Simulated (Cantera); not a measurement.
Adiabatic ignition

An adiabatic, constant-pressure homogeneous reactor starts with 24.9 % H2, 13.0 % O2, 48.9 % N2, 13.2 % H2O, at 1500 K and 1000000 Pa.

Model: GRI-Mech 3.0 (53 species, 325 reactions), integrated in Cantera. The hydrogen kinetics of GRI-Mech 3.0 are dated; newer H2 mechanisms differ, most at raised pressure.

```csv
t (s),T (K),x H2,x O2,x H2O,x O,x N2O,x H2O2,x H
8.00e-6,2830,0.0285,0.0147,0.383,0.00266,9.49e-7,1.98e-6,0.00559
1.86e-5,2846,0.0270,0.0139,0.385,0.00244,1.00e-6,1.95e-6,0.00503
4.33e-5,2845,0.0271,0.0137,0.385,0.00241,1.00e-6,1.93e-6,0.00502
0.000101,2843,0.0273,0.0133,0.385,0.00235,1.00e-6,1.89e-6,0.00500
0.000234,2839,0.0277,0.0125,0.385,0.00224,1.03e-6,1.83e-6,0.00497
0.000544,2835,0.0281,0.0117,0.385,0.00214,1.08e-6,1.76e-6,0.00493
0.00126,2833,0.0282,0.0115,0.385,0.00211,1.10e-6,1.74e-6,0.00492
0.00294,2833,0.0282,0.0115,0.385,0.00211,1.10e-6,1.74e-6,0.00492
0.00684,2833,0.0282,0.0115,0.385,0.00211,1.10e-6,1.74e-6,0.00492
0.0159,2833,0.0282,0.0115,0.385,0.00211,1.10e-6,1.74e-6,0.00492
0.0370,2833,0.0282,0.0115,0.385,0.00211,1.10e-6,1.74e-6,0.00492
0.0860,2833,0.0282,0.0115,0.385,0.00211,1.10e-6,1.74e-6,0.00492
0.200,2833,0.0282,0.0115,0.385,0.00211,1.10e-6,1.74e-6,0.00492
```
x: mole fraction; the columns are a selection and need not sum to one.

* **time of steepest temperature rise**: 2.35 µs
* **temperature at 0.200 s**: 2833 K
* **equilibrium temperature**: 2833 K
* **x(H2) at 0.200 s**: 0.0282 (gas-phase equilibrium 0.0282)
* **x(O2) at 0.200 s**: 0.0115 (gas-phase equilibrium 0.0115)
* **x(H2O) at 0.200 s**: 0.385 (gas-phase equilibrium 0.385)
